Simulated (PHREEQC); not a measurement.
1 kg of water holding 0.055 mol MgSO4, 0.025 mol MgCl2 and 0.21 mol KCl is evaporated at 25 °C; the solids stay in contact with the brine. CO2 from the air is kept out. Solids allowed: Arcanite, Bischofite, Brucite, Carnallite, Epsomite, Hexahydrite, Kainite, Kieserite, Leonite, Misenite, Schoenite, Sylvite, MgCl2_4H2O. Others were left out.

Computed with PHREEQC (Pitzer model, pitzer.dat).

```csv
water left (kg),ionic strength,water activity,Sylvite (mol),Kainite (mol)
1,0.505,0.991,0,0
0.6755,0.748,0.987,0,0
0.5552,0.910,0.984,0,0
0.375,1.35,0.976,0,0
0.2533,1.99,0.964,0,0
0.2082,2.43,0.956,0,0
0.1407,3.59,0.932,0,0
0.09502,5.17,0.895,0,0
0.07809,5.85,0.873,0,0
0.05275,7.69,0.806,0,0
0.03361,8.59,0.780,0.0808,0
0.02706,9.28,0.758,0.109,0
0.01796,11.7,0.669,0.144,0
0.01112,12.7,0.622,0.152,0.0309
0.008336,12.7,0.621,0.153,0.0492
0.003242,13.9,0.515,0.143,0.0542
```

Arcanite from water left = 0.09502 kg, last present at water left = 0.03361 kg; Schoenite from water left = 0.04322 kg, last present at water left = 0.01796 kg; Sylvite from water left = 0.04322 kg; Leonite from water left = 0.01796 kg, last present at water left = 0.01112 kg; Kainite from water left = 0.01451 kg; Carnallite from water left = 0.003242 kg.

Species that the database lacks are ignored.
